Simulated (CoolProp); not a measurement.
Computed with CoolProp (reference Helmholtz-energy equation of state, Lemmon 2006). It is a short technical equation, of lower accuracy than the large ones.

Give the vapour pressure (bar), enthalpy of vaporisation (kJ/kg), liquid cp (kJ/(kg K)), surface tension (mN/m) of saturated carbon monoxide at 98.8, 110.3, 114.1 K.


```json
[
 {"T (K)": "98.8", "p (bar)": "4.98", "enthalpy of vaporisation (kJ/kg)": "187", "liquid cp (kJ/(kg K))": "2.29", "surface tension (mN/m)": "5.96"},
 {"T (K)": "110.3", "p (bar)": "10.9", "enthalpy of vaporisation (kJ/kg)": "160", "liquid cp (kJ/(kg K))": "2.57", "surface tension (mN/m)": "3.71"},
 {"T (K)": "114.1", "p (bar)": "13.6", "enthalpy of vaporisation (kJ/kg)": "149", "liquid cp (kJ/(kg K))": "2.74", "surface tension (mN/m)": "3.00"}
]
```

Surface tension comes from a separate correlation (Mulero 2012).
